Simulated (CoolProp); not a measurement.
Saturated liquid density (kg/m³) of C2F6 (R116): the reference equation beside estimates from Tc = 19.9 °C, pc = 3.048 MPa, ω = 0.257. Rackett uses Z = 0.29056 − 0.08775 ω.

The numbers come from the reference Helmholtz-energy equation of state, Lemmon 2006 in CoolProp. It is a short technical equation, of lower accuracy than the large ones.

```tsv
T (°C)	reference	Rackett	van der Waals	Redlich-Kwong	Soave-Redlich-Kwong	Peng-Robinson
-64.75	1544	1622	975.7	1411	1471	1666
-58.05	1512	1587	955.1	1375	1435	1627
-51.35	1479	1551	933.6	1336	1398	1585
-44.65	1444	1514	910.9	1295	1358	1540
-37.95	1407	1474	886.9	1252	1315	1492
-31.25	1368	1433	861.4	1206	1268	1439
-24.55	1326	1388	834.0	1157	1217	1382
-17.95	1282	1341	804.8	1104	1163	1319
-11.25	1232	1289	772.4	1046	1102	1248
-4.55	1177	1231	736.2	981.8	1033	1168
2.15	1112	1163	694.6	908.4	953.0	1075
```

Absolute difference from the reference over all 11 rows, mean and median: Rackett 4.8 and 4.8 %, van der Waals 37.1 and 37.0 %, Redlich-Kwong 12.5 and 11.8 %, Soave-Redlich-Kwong 8.2 and 7.3 %, Peng-Robinson 4.8 and 5.2 %.
